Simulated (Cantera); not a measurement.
**Transport properties of process gases**

Gas mixture: CH3OH = 0.68 (molar parts), at 0.133 bar, frozen composition.

Cantera's kinetic-theory transport with the Lennard-Jones parameters of GRI-Mech 3.0, ideal gas; thermal conductivity in the mixture-averaged form. Polar gases are described roughly by these parameters.

```tsv
T (K)	ρ (kg/m³)	cp (J/kg/K)	μ (µPa s)	λ (mW/m/K)	Pr	D (cm²/s) H2O	D (cm²/s) C2H2	D (cm²/s) CH3
400	0.128	1604	13.1	28.2	0.745	2.07	1.55	2.15
500	0.103	1858	16.4	41.1	0.743	3.25	2.38	3.27
600	0.0856	2101	19.7	55.5	0.746	4.67	3.35	4.57
700	0.0734	2314	22.8	70.5	0.748	6.30	4.44	6.03
800	0.0642	2491	25.8	85.9	0.747	8.14	5.66	7.65
900	0.0571	2643	28.6	101	0.746	10.2	6.99	9.41
```
D: mixture-averaged diffusion coefficient of that species in the mixture.
